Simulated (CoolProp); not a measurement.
Vapour-liquid equilibrium of n-heptane (1) + toluene (2) at 335.4 K; x and y are mole fractions of (1).

The numbers come from the multi-fluid Helmholtz-energy mixture model, Span 2003 and Lemmon 2006; pair parameters Bell 2016 in CoolProp.

```tsv
x	bubble pressure, mixture model (MPa)	bubble pressure, Raoult's law (MPa)	y, mixture model	y, Raoult's law
0.05	0.02147	0.02077	0.102	0.073
0.2	?	0.02231	?	0.274
0.35	0.02625	0.02385	?	0.448
0.5	0.02772	0.02539	?	0.601
0.65	0.02885	0.02693	0.709	0.737
0.8	0.02972	0.02847	0.829	0.858
0.95	?	0.03002	0.956	0.966
```

Question: What belongs in the gaps?

Answer: 
- 0.2, bubble pressure, mixture model (MPa): 0.02427
- 0.2, y, mixture model: 0.317
- 0.35, y, mixture model: 0.468
- 0.5, y, mixture model: 0.592
- 0.95, bubble pressure, mixture model (MPa): 0.03036

The largest gap from Raoult's law is +10.1 % in bubble pressure, at x = 0.35. No azeotrope shows between x = 0.05 and 0.95.

Pair parameters are fitted to limited data, so mixtures are less certain than the pure fluids.
